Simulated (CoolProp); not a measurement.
Cyclopentane at several states: Z from the reference equation and from simpler models built on Tc = 238.6 °C, pc = 45.83 bar, ω = 0.202; each cubic takes its own stable root.

The numbers come from the reference Helmholtz-energy equation of state, Gedanitz 2015 in CoolProp.

```tsv
T (°C)	p (bar)	phase	reference
144.45	0.465	gas	0.9931
-46.75	0.781	liquid	0.003602
69.65	10	liquid	0.03539
202.95	154	liquid	0.4759
```

How far does each simpler model (Soave-Redlich-Kwong, Peng-Robinson) lie from the reference over these 4 states: mean and median of the absolute difference, and the worst?


- Soave-Redlich-Kwong: mean 3.9 %, median 4.9 %, worst +5.5 % at 202.95 °C and 154 bar
- Peng-Robinson: mean 4.9 %, median 6.0 %, worst -7.5 % at 69.65 °C and 10 bar
